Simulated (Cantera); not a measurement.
A freely propagating, adiabatic, planar premixed flame of CH₄ : H₂ : O₂ : N₂ = 1 : 0.06 : 2.94 : 11.1 (molar parts), equivalence ratio 0.69, unburnt at 623 K and 1.01 bar; mixture-averaged transport, grid criteria slope 0.08 and curve 0.16, no radiation.

Model: GRI-Mech 3.0 (53 species, 325 reactions), integrated in Cantera. Burning velocities carry a grid error of a few per cent, more on coarse grids.

x: mole fraction of selected species; z is measured from the peak of heat release.

| z (mm) | T (K) | u (m/s) | x CH₄ | x H₂ | x O₂ | x NO | x C₂H₂ | x CH₂O |
|---|---|---|---|---|---|---|---|---|
| -1.19 | 623 | 0.973 | 0.0662 | 0.00432 | 0.195 | <1e-8 | <1e-8 | ? |
| -0.793 | 626 | 0.978 | 0.0659 | 0.00490 | 0.194 | <1e-8 | <1e-8 | ? |
| -0.595 | 635 | 0.993 | 0.0653 | 0.00557 | 0.194 | <1e-8 | 4.81e-8 | ? |
| -0.396 | 682 | 1.07 | 0.0623 | 0.00675 | 0.190 | 4.56e-8 | 3.28e-7 | ? |
| -0.198 | 963 | 1.52 | 0.0453 | 0.00876 | 0.167 | 4.48e-7 | 3.47e-6 | ? |
| -0.0991 | 1284 | 2.04 | 0.0256 | 0.00971 | 0.136 | 1.09e-6 | 9.91e-6 | ? |
| 0 | 1604 | 2.56 | 0.00642 | 0.00886 | 0.0989 | 2.25e-6 | 1.57e-5 | ? |
| 0.0991 | 1742 | 2.78 | 0.000519 | 0.00595 | 0.0778 | 3.73e-6 | 2.04e-6 | ? |
| 0.198 | 1793 | 2.85 | 2.54e-5 | 0.00449 | 0.0705 | 5.02e-6 | 5.52e-8 | ? |
| 0.396 | 1857 | 2.93 | 8.06e-8 | 0.00381 | 0.0657 | 7.06e-6 | <1e-8 | ? |
| 0.793 | 1931 | 3.04 | <1e-8 | 0.00289 | 0.0629 | 1.01e-5 | <1e-8 | <1e-8 |
| 1.59 | 1996 | 3.13 | <1e-8 | 0.00168 | 0.0614 | 1.43e-5 | <1e-8 | <1e-8 |
| 3.17 | 2037 | 3.18 | <1e-8 | 0.000801 | 0.0607 | 1.91e-5 | <1e-8 | <1e-8 |

### Question
Some entries are withheld; supply them.

### Answer

- -1.19, x CH₂O: 2.53e-7
- -0.793, x CH₂O: 4.13e-6
- -0.595, x CH₂O: 2.09e-5
- -0.396, x CH₂O: 0.000124
- -0.198, x CH₂O: 0.000687
- -0.0991, x CH₂O: 0.000906
- 0, x CH₂O: 0.000567
- 0.0991, x CH₂O: 8.44e-5
- 0.198, x CH₂O: 4.86e-6
- 0.396, x CH₂O: 1.76e-8
